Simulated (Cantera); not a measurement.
Feed: 1 mol trisilylamine, 5.4 mol N₂, at 40.0 Pa.

Cantera equilibrium calculation (NASA polynomials, part measured and part estimated; ideal gas, pure solids and liquids). Candidate condensed phases: Si, Si₃N₄; 18 gas species. The feed counts by its element totals alone. Mutual solubility and eutectic melting of coexisting phases are not modelled. Equilibrium is a limit: real reactors are often held back by kinetics, nucleation or transport.

x: gas mole fraction; n: condensed amount in mol.

| T (°C) | x N₂ | x H₂ | x H | x Si | n Si₃N₄(s) | n Si(s) |
|---|---|---|---|---|---|---|
| 775 | 0.464 | 0.536 | [?] | <1e-12 | 1.00 | 0 |
| 850 | 0.464 | 0.536 | [?] | <1e-12 | 1.00 | 0 |
| 925 | 0.464 | 0.536 | [?] | 8.85e-12 | 1.00 | 0 |
| 1000 | 0.464 | 0.536 | [?] | 5.36e-10 | 1.00 | 0 |
| 1075 | 0.464 | 0.536 | [?] | 2.05e-8 | 1.00 | 0 |
| 1150 | 0.464 | 0.536 | [?] | 5.29e-7 | 1.000 | 0 |
| 1225 | 0.464 | 0.535 | [?] | 9.83e-6 | 1.000 | 0 |
| 1300 | 0.466 | 0.533 | [?] | 0.000137 | 0.986 | 0.0396 |
| 1375 | 0.566 | 0.430 | [?] | 0.000644 | 0 | 2.99 |

Q: What belongs in the gaps?

A: 
- 775, x H: 2.83e-7
- 850, x H: 1.56e-6
- 925, x H: 6.96e-6
- 1000, x H: 2.61e-5
- 1075, x H: 8.47e-5
- 1150, x H: 0.000243
- 1225, x H: 0.000629
- 1300, x H: 0.00148
- 1375, x H: 0.00292
